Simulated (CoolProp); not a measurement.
c-C4F8 (RC318) at several states: fugacity coefficient from the reference equation and from simpler models built on Tc = 115.2 °C, pc = 27.78 bar, ω = 0.355; each cubic takes its own stable root.

Computed with CoolProp (reference Helmholtz-energy equation of state, Platzer 1990). This equation is an older, rougher fit; its heat capacities, sound speeds and derivatives of the liquid may be far off and weren't checked against measurements.

```
T (°C)  p (bar)   phase  reference
------  -------  ------  ---------
-6.95      90.5  liquid    0.01691
175.15     24.9     gas     0.8305
-18.55     14.6  liquid    0.04208
7.85       1.24     gas     0.9568
133.05     0.51     gas     0.9948
7.45       47.2  liquid    0.04364
```

Problem. How far does each simpler model (van der Waals, Redlich-Kwong, Soave-Redlich-Kwong, Peng-Robinson) lie from the reference over these 6 states: mean and median of the absolute difference, and the worst?

Solution. 
- van der Waals: mean 218.8 %, median 142.3 %, worst +529.3 % at -18.55 °C and 14.6 bar
- Redlich-Kwong: mean 53.8 %, median 41.7 %, worst +127.9 % at -18.55 °C and 14.6 bar
- Soave-Redlich-Kwong: mean 0.8 %, median 0.3 %, worst +2.6 % at -6.95 °C and 90.5 bar
- Peng-Robinson: mean 1.4 %, median 1.3 %, worst -3.3 % at -6.95 °C and 90.5 bar
